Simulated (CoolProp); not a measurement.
R245ca along the isotherm -4.65 °C: Z from the reference equation and from simpler models built on Tc = 174.4 °C, pc = 3.941 MPa, ω = 0.355; each cubic takes its own stable root.

Values from CoolProp's reference Helmholtz-energy equation of state, Zhou 2016.

```tsv
p (MPa)	phase	reference	Redlich-Kwong	Peng-Robinson
0.985	liquid	0.04048	0.04578	0.03890
1.97	liquid	0.08086	0.09130	0.07768
2.96	liquid	0.1213	0.1368	0.1165
3.94	liquid	0.1613	0.1816	0.1549
4.93	liquid	0.2016	0.2266	0.1935
5.91	liquid	0.2414	0.2709	0.2317
6.9	liquid	0.2815	0.3155	0.2701
7.88	liquid	0.3211	0.3594	0.3080
8.87	liquid	0.3611	0.4036	0.3463
9.85	liquid	0.4005	0.4471	0.3841
```
